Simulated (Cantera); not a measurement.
A Cantera script and what it prints.

```python
import numpy as np
import cantera as ct

gas_names = [...]  # 116 gases of nasa_gas.yaml made of C, H, Mg, O
cond_names = """
    C(gr) C6H6(L) C7H8(L) C8H18(L),n-octa H2O(s) H2O(L) Mg(cr) Mg(L) MgCO3(s) MgO(s) MgO(L) MgO2H2(s)
""".split()


# ... load() reads the species with a 1 bar reference pressure and builds the phases ...
atoms = {
    'MgO': {'Mg': 1, 'O': 1},
    'C': {'C': 1},
    'H2': {'H': 2},
}
top_T = {'C(gr)': 4500}  # K; cautious upper limits of use, not melting points


# ... equilibrate(T, P, feed) seeds the gas with the atoms and calls Mixture.equilibrate('TP', solver="vcs", rtol=1e-11, max_steps=5000) ...
results = []
feed = {'MgO': 1, 'C': 0.0037, 'H2': 0.07}  # mol
T = 2250  # K
for P in [1, 16, 250, 4000, 63000, 1000000]:
    mix = equilibrate(T, P, feed)
    results.append((T, P, feed, dict(zip(mix.species_names, mix.species_moles))))
    x = sorted(zip(gas.X, gas.species_names), reverse=True)
    print(f"T = {T:g} K  P = {P:g} Pa  gas = {mix.phase_moles(0):.4g} mol")
    print("   x: " + "  ".join(f"{s} {v:.3e}" for v, s in x if v > 1e-06))
    print("   condensed (mol): " + ("  ".join(f"{mix.phase(i).name} {mix.phase_moles(i):.4g}"
          for i in range(1, mix.n_phases) if mix.phase_moles(i) > 1e-12) or "none"))
```

It prints:

```
T = 2250 K  P = 1 Pa  gas = 1.961 mol
   x: Mg 5.086e-01  O 3.353e-01  O2 8.260e-02  H 6.347e-02  OH 5.596e-03  CO 1.703e-03  MgO 1.344e-03  H2 7.304e-04  H2O 4.286e-04  CO2 1.836e-04  MgOH 1.099e-05
   condensed (mol): none
T = 2250 K  P = 16 Pa  gas = 1.692 mol
   x: Mg 5.806e-01  O2 2.071e-01  O 1.328e-01  H 3.324e-02  OH 1.857e-02  H2O 1.192e-02  MgO 9.720e-03  H2 3.206e-03  CO 1.299e-03  CO2 8.871e-04  MgOH 6.661e-04  MgH 7.405e-06  MgO2H2 2.653e-06
   condensed (mol): none
T = 2250 K  P = 250 Pa  gas = 0.1074 mol
   x: H2 3.871e-01  Mg 2.605e-01  H2O 2.135e-01  H 9.241e-02  CO 3.128e-02  OH 7.658e-03  CO2 3.169e-03  MgOH 1.927e-03  O 1.261e-03  MgO 6.472e-04  O2 2.919e-04  MgH 1.443e-04  MgO2H2 4.945e-05
   condensed (mol): MgO(s) 0.9717
T = 2250 K  P = 4000 Pa  gas = 0.08417 mol
   x: H2 7.520e-01  Mg 1.075e-01  H2O 6.281e-02  CO 4.329e-02  H 3.220e-02  MgOH 6.713e-04  CO2 6.641e-04  OH 4.041e-04  MgH 3.321e-04  MgO 4.045e-05  MgO2H2 1.455e-05  O 1.193e-05
   condensed (mol): MgO(s) 0.9909
T = 2250 K  P = 63000 Pa  gas = 0.07844 mol
   x: H2 8.785e-01  Mg 5.556e-02  CO 4.708e-02  H2O 9.018e-03  H 8.770e-03  MgH 7.361e-04  MgOH 1.828e-04  CO2 8.875e-05  OH 1.352e-05  MgO 2.568e-06  MgO2H2 2.089e-06
   condensed (mol): MgO(s) 0.9956
T = 2250 K  P = 1e+06 Pa  gas = 0.07743 mol
   x: H2 9.008e-01  CO 4.771e-02  Mg 4.597e-02  MgH 2.457e-03  H 2.229e-03  H2O 7.041e-04  CH4 5.702e-05  MgOH 4.647e-05  CO2 6.848e-06  CH3 2.677e-06  C2H2,acetylene 2.659e-06  Mg2 1.994e-06
   condensed (mol): MgO(s) 0.9962
```

Cantera equilibrium calculation (NASA polynomials, part measured and part estimated; ideal gas, pure solids and liquids). The tables' values for MgH are old estimates; treat these amounts as uncertain.
